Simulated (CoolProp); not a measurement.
Aqueous ethylene glycol as a coolant, at 38 °C, 1 atm.

Values from CoolProp's Melinder's fits for secondary coolants.

```json
[
 {"mass %": "5.7", "freezing point (°C)": "-1.8", "conductivity (W/(m K))": "0.598", "cp (kJ/(kg K))": "4.110", "viscosity (mPa s)": "0.759", "density (kg/m³)": "999.8"},
 {"mass %": "10.9", "freezing point (°C)": "[?]", "conductivity (W/(m K))": "0.571", "cp (kJ/(kg K))": "4.049", "viscosity (mPa s)": "0.852", "density (kg/m³)": "1006"},
 {"mass %": "16", "freezing point (°C)": "-5.9", "conductivity (W/(m K))": "0.546", "cp (kJ/(kg K))": "3.985", "viscosity (mPa s)": "0.961", "density (kg/m³)": "1012"},
 {"mass %": "21.1", "freezing point (°C)": "-8.6", "conductivity (W/(m K))": "0.522", "cp (kJ/(kg K))": "3.913", "viscosity (mPa s)": "1.09", "density (kg/m³)": "1019"},
 {"mass %": "26.2", "freezing point (°C)": "[?]", "conductivity (W/(m K))": "0.498", "cp (kJ/(kg K))": "3.833", "viscosity (mPa s)": "1.23", "density (kg/m³)": "1025"},
 {"mass %": "31.3", "freezing point (°C)": "-15.6", "conductivity (W/(m K))": "0.476", "cp (kJ/(kg K))": "[?]", "viscosity (mPa s)": "[?]", "density (kg/m³)": "1031"},
 {"mass %": "36.4", "freezing point (°C)": "-20.2", "conductivity (W/(m K))": "0.454", "cp (kJ/(kg K))": "[?]", "viscosity (mPa s)": "1.57", "density (kg/m³)": "1038"},
 {"mass %": "41.6", "freezing point (°C)": "[?]", "conductivity (W/(m K))": "0.433", "cp (kJ/(kg K))": "3.561", "viscosity (mPa s)": "1.78", "density (kg/m³)": "1044"},
 {"mass %": "46.7", "freezing point (°C)": "-31.6", "conductivity (W/(m K))": "0.413", "cp (kJ/(kg K))": "[?]", "viscosity (mPa s)": "2.03", "density (kg/m³)": "1051"}
]
```

### Question
What belongs in the gaps?

### Answer

- 10.9, freezing point (°C): -3.7
- 26.2, freezing point (°C): -11.8
- 31.3, cp (kJ/(kg K)): 3.747
- 31.3, viscosity (mPa s): 1.39
- 36.4, cp (kJ/(kg K)): 3.656
- 41.6, freezing point (°C): -25.6
- 46.7, cp (kJ/(kg K)): 3.465
